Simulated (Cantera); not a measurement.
An isothermal, constant-pressure homogeneous reactor starts with 6.74 % H₂, 5.18 % O₂, 88.1 % N₂, at 948 K and 90.0 Torr.

Cantera simulation using the H2/O2 subset of GRI-Mech 3.0, which has no nitrogen chemistry; the numbers are that mechanism's predictions, not measurements. Radical loss at walls, strong at low pressure, is not modelled. Below about 950 K walls govern HO2 and H2O2 in real vessels. The temperature is held fixed by assumption; the heat of reaction is taken as removed at once.

x: mole fraction; the columns are a selection and need not sum to one.

```json
[
 {"t (s)": "0.000300", "x H₂": "0.0674", "x O₂": "0.0518", "x HO₂": "2.27e-11", "x H": "2.85e-11", "x H₂O": "1.38e-11"},
 {"t (s)": "0.000563", "x H₂": "0.0674", "x O₂": "0.0518", "x HO₂": "4.99e-11", "x H": "9.02e-11", "x H₂O": "7.50e-11"},
 {"t (s)": "0.00106", "x H₂": "0.0674", "x O₂": "0.0518", "x HO₂": "1.64e-10", "x H": "5.27e-10", "x H₂O": "6.17e-10"},
 {"t (s)": "0.00198", "x H₂": "0.0674", "x O₂": "0.0518", "x HO₂": "(withheld)", "x H": "1.16e-8", "x H₂O": "1.53e-8"},
 {"t (s)": "0.00371", "x H₂": "0.0674", "x O₂": "0.0518", "x HO₂": "(withheld)", "x H": "3.69e-6", "x H₂O": "4.94e-6"},
 {"t (s)": "0.00696", "x H₂": "0.0218", "x O₂": "0.0323", "x HO₂": "(withheld)", "x H": "0.0165", "x H₂O": "0.0377"},
 {"t (s)": "0.0131", "x H₂": "0.00182", "x O₂": "0.0198", "x HO₂": "(withheld)", "x H": "0.00145", "x H₂O": "0.0669"},
 {"t (s)": "0.0245", "x H₂": "0.000435", "x O₂": "0.0190", "x HO₂": "(withheld)", "x H": "7.45e-5", "x H₂O": "0.0692"},
 {"t (s)": "0.0459", "x H₂": "0.000151", "x O₂": "0.0188", "x HO₂": "(withheld)", "x H": "8.42e-6", "x H₂O": "0.0695"},
 {"t (s)": "0.0862", "x H₂": "5.61e-5", "x O₂": "0.0188", "x HO₂": "(withheld)", "x H": "1.57e-6", "x H₂O": "0.0696"},
 {"t (s)": "0.162", "x H₂": "1.93e-5", "x O₂": "0.0188", "x HO₂": "(withheld)", "x H": "3.15e-7", "x H₂O": "0.0697"},
 {"t (s)": "0.303", "x H₂": "5.83e-6", "x O₂": "0.0188", "x HO₂": "(withheld)", "x H": "5.90e-8", "x H₂O": "0.0697"},
 {"t (s)": "0.569", "x H₂": "1.53e-6", "x O₂": "0.0188", "x HO₂": "(withheld)", "x H": "1.03e-8", "x H₂O": "0.0697"},
 {"t (s)": "1.07", "x H₂": "3.56e-7", "x O₂": "0.0188", "x HO₂": "(withheld)", "x H": "1.79e-9", "x H₂O": "0.0697"},
 {"t (s)": "2.00", "x H₂": "7.93e-8", "x O₂": "0.0188", "x HO₂": "(withheld)", "x H": "3.54e-10", "x H₂O": "0.0697"}
]
```

Question: Fill in the missing entries.

Answer: 
- 0.00198, x HO₂: 2.39e-9
- 0.00371, x HO₂: 6.65e-7
- 0.00696, x HO₂: 4.04e-6
- 0.0131, x HO₂: 2.84e-6
- 0.0245, x HO₂: 2.22e-6
- 0.0459, x HO₂: 1.48e-6
- 0.0862, x HO₂: 8.57e-7
- 0.162, x HO₂: 4.01e-7
- 0.303, x HO₂: 1.49e-7
- 0.569, x HO₂: 4.68e-8
- 1.07, x HO₂: 1.41e-8
- 2.00, x HO₂: 4.60e-9
